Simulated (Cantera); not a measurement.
An isothermal, constant-pressure homogeneous reactor starts with H2 : O2 = 0.24 : 1 (molar parts), equivalence ratio 0.12, at 1150 K and 20.0 Torr.

Model: the H2/O2 subset of GRI-Mech 3.0, which has no nitrogen chemistry, integrated in Cantera. Radical loss at walls, strong at low pressure, is not modelled. The temperature is held fixed by assumption; the heat of reaction is taken as removed at once.

x: mole fraction; the columns are a selection and need not sum to one.

| t (s) | x H2 | x O2 | x HO2 | x H2O2 | x H | x OH |
|---|---|---|---|---|---|---|
| 0.000200 | 0.194 | 0.806 | 2.39e-8 | 4.42e-11 | 2.49e-7 | 8.68e-8 |
| 0.000511 | 0.193 | 0.806 | 2.89e-6 | 3.27e-9 | 0.000330 | 0.000116 |
| 0.00130 | 0.00917 | 0.713 | 1.95e-5 | 6.27e-7 | 0.0561 | 0.00832 |
| 0.00333 | 0.00449 | 0.753 | 2.08e-5 | 8.13e-7 | 0.0179 | 0.00589 |
| 0.00850 | 0.000956 | 0.779 | 1.51e-5 | 8.11e-7 | 0.00156 | 0.00262 |
| 0.0217 | 0.000123 | 0.785 | 5.48e-6 | 4.51e-7 | 7.02e-5 | 0.000927 |
| 0.0554 | [?] | 0.785 | [?] | [?] | [?] | [?] |
| 0.141 | 3.58e-6 | 0.786 | 3.40e-7 | 7.47e-8 | 4.10e-7 | 0.000168 |
| 0.361 | 9.15e-7 | 0.786 | 1.00e-7 | 3.02e-8 | 5.67e-8 | 8.69e-5 |
| 0.922 | 2.75e-7 | 0.786 | 3.41e-8 | 1.22e-8 | 9.77e-9 | 4.84e-5 |
| 2.35 | 9.17e-8 | 0.786 | 1.44e-8 | 4.94e-9 | 1.93e-9 | 2.82e-5 |
| 6.01 | 3.29e-8 | 0.786 | 9.22e-9 | 2.01e-9 | 4.23e-10 | 1.70e-5 |
| 15.3 | 1.32e-8 | 0.786 | 9.54e-9 | 8.85e-10 | 1.08e-10 | 1.08e-5 |
| 39.2 | [?] | 0.786 | 1.14e-8 | 5.21e-10 | 4.46e-11 | 7.95e-6 |
| 100 | 6.41e-9 | 0.786 | 1.19e-8 | 4.67e-10 | 3.69e-11 | 7.45e-6 |

Complete the blanks.


- 0.0554, x H2: 1.80e-5
- 0.0554, x HO2: 1.34e-6
- 0.0554, x H2O2: 1.87e-7
- 0.0554, x H: 4.23e-6
- 0.0554, x OH: 0.000365
- 39.2, x H2: 7.27e-9
